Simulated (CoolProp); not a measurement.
Vapour-liquid equilibrium of isohexane (1) + benzene (2) at 368.1 K; x and y are mole fractions of (1).

Computed with CoolProp (multi-fluid Helmholtz-energy mixture model, Lemmon 2006 and Thol 2012; pair parameters Bell 2016).

```tsv
x	bubble pressure, mixture model (kPa)	bubble pressure, Raoult's law (kPa)	y, mixture model	y, Raoult's law
0.05	170.9	162.6	0.123	0.084
0.15	192.9	174.1	0.290	0.234
0.25	209.4	185.6	0.405	0.366
0.35	222.4	197.1	0.496	0.483
0.45	233.2	208.6	0.576	0.587
0.55	242.4	220.1	0.650	0.679
0.65	250.5	231.6	0.724	0.763
0.75	257.6	243.1	0.799	0.839
0.85	263.8	254.7	0.877	0.908
0.95	269.4	266.2	0.958	0.971
```

The largest gap from Raoult's law is +12.8 % in bubble pressure, at x = 0.35. No azeotrope shows between x = 0.05 and 0.95.

Pair parameters are fitted to limited data, so mixtures are less certain than the pure fluids.
